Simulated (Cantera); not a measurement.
Cantera run:

```python
import numpy as np
import cantera as ct

gas_names = """
    Cr CrN H H2 N NH NH2 NH3 N2 N2H2 N2H4
""".split()
cond_names = """
    Cr(cr) Cr(L) CrN(s) Cr2N(s)
""".split()


# ... load() reads the species with a 1 bar reference pressure and builds the phases ...
atoms = {
    'Cr': {'Cr': 1},
    'NH3': {'N': 1, 'H': 3},
}
top_T = {'CrN(s)': 1900, 'Cr2N(s)': 1900}  # K; cautious upper limits of use, not melting points


# ... equilibrate(T, P, feed) seeds the gas with the atoms and calls Mixture.equilibrate('TP', solver="vcs", rtol=1e-11, max_steps=5000) ...
results = []
feed = {'Cr': 1, 'NH3': 2.3}  # mol
for P in [0.1, 0.6, 3.6, 22, 130, 770, 4600, 28000, 170000, 1000000]:
    for T in [823, 1023, 1223, 1423, 1623, 1823, 2023, 2223, 2423, 2623, 2823]:
        mix = equilibrate(T, P, feed)
        results.append((T, P, feed, dict(zip(mix.species_names, mix.species_moles))))

for T, P, feed, n in results:
    print(f"{T:7g} {P:10.4g}  " + (" + ".join(c for c in cond_names if n.get(c, 0) > 1e-12) or "gas only"))
```

Result:

```
    823        0.1  Cr2N(s)
   1023        0.1  Cr(cr)
   1223        0.1  Cr(cr)
   1423        0.1  Cr(cr)
   1623        0.1  gas only
   1823        0.1  gas only
   2023        0.1  gas only
   2223        0.1  gas only
   2423        0.1  gas only
   2623        0.1  gas only
   2823        0.1  gas only
    823        0.6  Cr2N(s)
   1023        0.6  Cr(cr)
   1223        0.6  Cr(cr)
   1423        0.6  Cr(cr)
   1623        0.6  gas only
   1823        0.6  gas only
   2023        0.6  gas only
   2223        0.6  gas only
   2423        0.6  gas only
   2623        0.6  gas only
   2823        0.6  gas only
    823        3.6  CrN(s)
   1023        3.6  Cr(cr) + Cr2N(s)
   1223        3.6  Cr(cr)
   1423        3.6  Cr(cr)
   1623        3.6  Cr(cr)
   1823        3.6  gas only
   2023        3.6  gas only
   2223        3.6  gas only
   2423        3.6  gas only
   2623        3.6  gas only
   2823        3.6  gas only
    823         22  CrN(s)
   1023         22  Cr2N(s)
   1223         22  Cr(cr)
   1423         22  Cr(cr)
   1623         22  Cr(cr)
   1823         22  gas only
   2023         22  gas only
   2223         22  gas only
   2423         22  gas only
   2623         22  gas only
   2823         22  gas only
    823        130  CrN(s)
   1023        130  Cr2N(s)
   1223        130  Cr(cr)
   1423        130  Cr(cr)
   1623        130  Cr(cr)
   1823        130  Cr(cr)
   2023        130  gas only
   2223        130  gas only
   2423        130  gas only
   2623        130  gas only
   2823        130  gas only
    823        770  CrN(s)
   1023        770  Cr2N(s)
   1223        770  Cr2N(s)
   1423        770  Cr(cr)
   1623        770  Cr(cr)
   1823        770  Cr(cr)
   2023        770  gas only
   2223        770  gas only
   2423        770  gas only
   2623        770  gas only
   2823        770  gas only
    823       4600  CrN(s)
   1023       4600  CrN(s)
   1223       4600  Cr2N(s)
   1423       4600  Cr(cr)
   1623       4600  Cr(cr)
   1823       4600  Cr(cr)
   2023       4600  Cr(cr)
   2223       4600  gas only
   2423       4600  gas only
   2623       4600  gas only
   2823       4600  gas only
    823    2.8e+04  CrN(s)
   1023    2.8e+04  CrN(s)
   1223    2.8e+04  Cr2N(s)
   1423    2.8e+04  Cr2N(s)
   1623    2.8e+04  Cr(cr)
   1823    2.8e+04  Cr(cr)
   2023    2.8e+04  Cr(cr)
   2223    2.8e+04  Cr(L)
   2423    2.8e+04  Cr(L)
   2623    2.8e+04  gas only
   2823    2.8e+04  gas only
    823    1.7e+05  CrN(s)
   1023    1.7e+05  CrN(s)
   1223    1.7e+05  CrN(s)
   1423    1.7e+05  Cr2N(s)
   1623    1.7e+05  Cr2N(s)
   1823    1.7e+05  Cr(cr)
   2023    1.7e+05  Cr(cr)
   2223    1.7e+05  Cr(L)
   2423    1.7e+05  Cr(L)
   2623    1.7e+05  Cr(L)
   2823    1.7e+05  gas only
    823      1e+06  CrN(s)
   1023      1e+06  CrN(s)
   1223      1e+06  CrN(s)
   1423      1e+06  Cr2N(s)
   1623      1e+06  Cr2N(s)
   1823      1e+06  Cr2N(s)
   2023      1e+06  Cr(cr)
   2223      1e+06  Cr(L)
   2423      1e+06  Cr(L)
   2623      1e+06  Cr(L)
   2823      1e+06  Cr(L)
```

Method: chemical equilibrium by Gibbs-energy minimisation in Cantera with the NASA 1993 tables (ideal gas, pure condensed phases). Mutual solubility and eutectic melting of coexisting phases are not modelled.
